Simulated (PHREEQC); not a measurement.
Solution (25 °C): 0.001 mol ZnSO4 and 0.00029 mol NaOH per kg of water. Closed to the air; pH follows from the charge balance.

Equilibrium calculation in PHREEQC: ion-association model, wateq4f.dat.

This is a speciation only: nothing precipitates in the calculation.

Q: What pH, ionic strength does the model give?

A: pH 8.08; ionic strength 0.00344 mol/kgw.

Q: In which forms is S present?

A: SO4-2 90 %, ZnSO4 9.3 % of the S.

The solution is supersaturated, for example in Zn(OH)2-e, Zn4(OH)6SO4, so a real one may precipitate; this is no full list.
